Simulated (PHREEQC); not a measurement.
Consider water at 45 °C with 0.0037 mol SrCl2, 8.7e-05 mol Na2SO4 and 0.0058 mol NaCl per kg of water. Closed to the air; pH follows from the charge balance.

Equilibrium calculation in PHREEQC: ion-association model, phreeqc.dat.

Q: The ionic strength comes out as 0.0171 mol/kgw. What activity coefficients do Na+, NaSO4-, Cl-, Sr+2, SO4-2 get?

A: Na+ 0.88, NaSO4- 0.88, Cl- 0.87, Sr+2 0.60, SO4-2 0.59.

No solid was allowed to form. At this temperature some constants are extrapolated from 25 °C, and those without enthalpy data are left unchanged.
